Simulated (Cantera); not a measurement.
A closed system holds: 1 mol SF₆, 0.6 mol H₂, a varied amount of O₂, equilibrated at 3073.15 K and 5.30 bar.

Method: chemical equilibrium by Gibbs-energy minimisation in Cantera with the NASA 1993 tables (ideal gas, pure condensed phases). Candidate condensed phases: H₂O, H₂SO₄, S; 43 gas species. The tables' values for SOF₂, SF₃, S₂F₂ (SSF₂) are old estimates; treat these amounts as uncertain. Equilibrium is a limit: real reactors are often held back by kinetics, nucleation or transport.

**Question.** At 0.85 mol O₂, list the 6 most abundant gas species with their mole fractions, and the condensed phases.

**Answer.** F 0.660, HF 0.175, SO₂ 0.0910, SO 0.0297, O₂ 0.0123, SF₂ 0.0104. Condensed: gas only.
